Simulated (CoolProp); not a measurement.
Values from CoolProp's reference Helmholtz-energy equation of state, Gao 2020.

Question: For ammonia, give the phase and the Z, cp (kJ/(kg K)), speed of sound (m/s), conductivity (mW/(m K)) at -7.65 °C and 498 kPa; 404.25 °C and 44800 kPa; 419.05 °C and 43800 kPa.

Answer: 
- -7.65 °C and 498 kPa: liquid; Z 0.00592, cp 4.57, speed of sound 1570, conductivity 583
- 404.25 °C and 44800 kPa: supercritical; Z 0.878, cp 3.92, speed of sound 660, conductivity 124
- 419.05 °C and 43800 kPa: supercritical; Z 0.894, cp 3.84, speed of sound 666, conductivity 121

Thermal conductivity comes from a separate model (Tufeu 1984).
